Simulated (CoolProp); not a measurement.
Computed with CoolProp (reference Helmholtz-energy equation of state, Bücker 2006).

Task: For n-butane, give the phase and the cp (kJ/(kg K)) at 292.4 K and 0.0485 MPa; 292.4 K and 0.127 MPa.

Result: 
- 292.4 K and 0.0485 MPa: gas; cp 1.69
- 292.4 K and 0.127 MPa: gas; cp 1.72
